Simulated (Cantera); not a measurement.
# Premixed flame

A freely propagating, adiabatic, planar premixed flame of CH4 : C2H6 : O2 : N2 : H2O = 1 : 1.1 : 4.5 : 16.9 : 0.74 (molar parts), unburnt at 498 K and 0.310 bar; mixture-averaged transport, grid criteria slope 0.08 and curve 0.16, no radiation.

Computed with Cantera and GRI-Mech 3.0 (53 species, 325 reactions). Burning velocities carry a grid error of a few per cent, more on coarse grids.

| z (mm) | T (K) | u (m/s) | x CH4 | x C2H6 | x O2 | x CO | x HCO | x H2 |
|---|---|---|---|---|---|---|---|---|
| -3.14 | 498 | 0.921 | 0.0412 | 0.0453 | 0.185 | 4.94e-6 | <1e-8 | 0.00219 |
| -2.10 | 500 | 0.929 | 0.0409 | 0.0451 | 0.184 | 6.28e-5 | <1e-8 | 0.00632 |
| -1.57 | 510 | 0.952 | 0.0405 | 0.0448 | 0.183 | 0.000339 | <1e-8 | 0.0115 |
| -1.05 | 586 | 1.11 | 0.0385 | 0.0433 | 0.176 | 0.00284 | <1e-8 | 0.0217 |
| -0.524 | 1020 | 1.99 | 0.0291 | 0.0298 | 0.136 | 0.0224 | 1.13e-6 | 0.0378 |
| -0.262 | 1420 | 2.84 | 0.0189 | 0.0118 | 0.0929 | 0.0472 | 2.48e-5 | 0.0458 |
| 0 | 1771 | 3.60 | 0.00665 | 0.000763 | 0.0467 | 0.0732 | 7.01e-5 | 0.0485 |
| 0.262 | 1939 | 3.96 | 0.000973 | 4.98e-6 | 0.0190 | 0.0810 | 3.23e-5 | 0.0448 |
| 0.524 | 1987 | 4.04 | 8.46e-5 | 1.51e-8 | 0.00815 | 0.0766 | 5.22e-6 | 0.0416 |
| 1.05 | 2008 | 4.07 | 5.70e-7 | <1e-8 | 0.00323 | 0.0683 | 1.24e-7 | 0.0411 |
| 2.10 | 2024 | 4.09 | <1e-8 | <1e-8 | 0.00230 | 0.0641 | 6.10e-8 | 0.0422 |
| 4.19 | 2045 | 4.12 | <1e-8 | <1e-8 | 0.00189 | 0.0636 | 5.37e-8 | 0.0423 |
| 8.38 | 2073 | 4.17 | <1e-8 | <1e-8 | 0.00138 | 0.0638 | 4.39e-8 | 0.0420 |
x: mole fraction of selected species; z is measured from the peak of heat release.

```yaml
laminar_burning_velocity: 91.9 cm/s
thermal_thickness: 1.05 mm
peak x(CO): 0.0810
peak x(HCO): 7.01e-5
peak x(H2): 0.0487
grid_points: 154
```
